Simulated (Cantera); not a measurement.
An isothermal, constant-pressure homogeneous reactor starts with CH₄ : CO₂ = 1 : 0.45 (molar parts), at 1750 K and 1.20 bar.

Computed with Cantera and GRI-Mech 3.0 (53 species, 325 reactions). GRI-Mech 3.0 stops at C3 and has no aromatics, soot or wall deposition, so with more carbon than oxygen in the feed, carbon stays in small species such as C2H2 where larger ones or solid carbon would form.

x: mole fraction; the columns are a selection and need not sum to one.

| t (s) | x CH₄ | x CO₂ | x CH₂ | x CH₂CO | x CO | x HCO |
|---|---|---|---|---|---|---|
| 3.00e-5 | 0.686 | 0.310 | 1.67e-7 | 5.59e-11 | 1.47e-5 | 1.91e-9 |
| 9.44e-5 | 0.677 | 0.309 | 4.41e-7 | 2.27e-9 | 0.000109 | 2.36e-8 |
| 0.000297 | 0.628 | 0.303 | [?] | [?] | [?] | [?] |
| 0.000935 | 0.487 | 0.272 | 5.81e-7 | 2.60e-6 | 0.00690 | 5.61e-8 |
| 0.00294 | [?] | [?] | [?] | [?] | [?] | [?] |
| 0.00926 | 0.143 | 0.115 | 2.74e-7 | 4.23e-5 | 0.0990 | 1.89e-8 |
| 0.0292 | 0.0510 | 0.0282 | 2.26e-7 | 6.48e-5 | 0.179 | 2.26e-8 |
| 0.0917 | 0.0277 | 0.0147 | 1.45e-7 | 4.31e-5 | 0.218 | 2.79e-8 |
| 0.289 | 0.0208 | 0.00798 | 7.29e-8 | 1.68e-5 | 0.265 | 3.44e-8 |
| 0.909 | 0.0152 | 0.00195 | 3.28e-8 | 3.62e-6 | 0.303 | 4.02e-8 |
| 2.86 | 0.0134 | 5.15e-5 | 2.31e-8 | 8.23e-7 | 0.315 | 4.20e-8 |
| 9.00 | 0.0133 | 3.30e-7 | 2.28e-8 | 7.55e-7 | 0.315 | 4.21e-8 |

Problem. Fill in the missing entries.

Solution. 
- 0.000297, x CH₂: 8.02e-7
- 0.000297, x CH₂CO: 9.74e-8
- 0.000297, x CO: 0.00102
- 0.000297, x HCO: 7.79e-8
- 0.00294, x CH₄: 0.305
- 0.00294, x CO₂: 0.212
- 0.00294, x CH₂: 3.63e-7
- 0.00294, x CH₂CO: 1.52e-5
- 0.00294, x CO: 0.0310
- 0.00294, x HCO: 2.88e-8
